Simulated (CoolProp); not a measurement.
Dry air along the isotherm 141.1 K: density (kg/m³) from the reference equation and from simpler models built on Tc = 132.5 K, pc = 3.786 MPa, ω = 0.034; each cubic takes its own stable root.

Model: reference Helmholtz-energy equation of state, Lemmon 2000, in CoolProp. It is a pseudo-pure fit of the blend.

| p (MPa) | phase | reference |
|---|---|---|
| 0.0599 | gas | 1.485 |
| 0.123 | gas | 3.065 |
| 0.252 | gas | 6.341 |
| 0.518 | gas | 13.31 |
| 1.06 | gas | 28.51 |
| 2.19 | gas | 66.12 |
| 4.49 | supercritical | 211.9 |
| 9.22 | supercritical | 550.6 |
| 18.9 | supercritical | 656.6 |

Question: How far does each simpler model (van der Waals, Redlich-Kwong, Soave-Redlich-Kwong) lie from the reference over these 9 states: mean and median of the absolute difference, and the worst?

Answer: 
- van der Waals: mean 4.8 %, median 0.7 %, worst -19.3 % at 141.1 K and 18.9 MPa
- Redlich-Kwong: mean 0.8 %, median 0.1 %, worst -4.6 % at 141.1 K and 9.22 MPa
- Soave-Redlich-Kwong: mean 0.9 %, median 0.1 %, worst -5.0 % at 141.1 K and 9.22 MPa
